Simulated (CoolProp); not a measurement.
Properties of R22 along the isobar 3.63 MPa.

The numbers come from the reference Helmholtz-energy equation of state, Kamei 1995 in CoolProp.

```
T (K)   phase       Z  cp (kJ/(kg K))  isothermal compressibility (1/MPa)  expansivity (1/kK)  viscosity (µPa s)  conductivity (mW/(m K))
-----  ------  ------  --------------  ----------------------------------  ------------------  -----------------  -----------------------
173.3  liquid  0.1383           1.059                           0.0007720               1.646                856                      144
183.6  liquid  0.1328           1.058                           0.0008620               1.685                675                      139
193.9  liquid  0.1280           1.059                           0.0009657               1.732                549                      134
204.2  liquid  0.1237           1.061                            0.001086               1.788                456                      129
214.4  liquid  0.1200           1.066                            0.001227               1.853                387                      124
224.7  liquid  0.1168           1.074                            0.001395               1.931                332                      119
235    liquid  0.1140           1.084                            0.001595               2.023                288                      114
245.3  liquid  0.1115           1.098                            0.001839               2.131                252                      110
255.6  liquid  0.1095           1.115                            0.002137               2.259                221                      105
265.9  liquid  0.1078           1.135                            0.002509               2.410                195                      101
276.2  liquid  0.1065           1.159                            0.002982               2.592                173                     96.1
286.5  liquid  0.1056           1.187                            0.003597               2.816                153                     91.6
296.8  liquid  0.1050           1.221                            0.004426               3.099                136                     87.2
307    liquid  0.1050           1.263                            0.005579               3.467                121                     82.6
```

Viscosity comes from a separate model (Bell 2016), an estimate that may be off by 10 % or more. Thermal conductivity comes from a separate model (McLinden 2000), an estimate that may be off by 10 % or more.
